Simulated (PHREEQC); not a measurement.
Dissolve 0.0465 mol/kgw HF, 0.0036 mol/kgw CsF and 0.0095 mol/kgw HCl at 25 °C. Closed to the air; pH follows from the charge balance.

Computed with PHREEQC (ion-association model, wateq4f.dat).

This is a speciation only: nothing precipitates in the calculation.

### Question
Estimate the pH, ionic strength.

### Answer
pH 2.06; ionic strength 0.0133 mol/kgw.

### Question
In which forms is F present?

### Answer
HF 76 %, H2F2 15 %, F- 6.6 %, HF2- 1.9 % of the F.

Complexes and solids missing from the database can't appear. wateq4f.dat counts part of the HF as a dimer, H2F2, which phreeqc.dat doesn't know; its constant is uncertain.
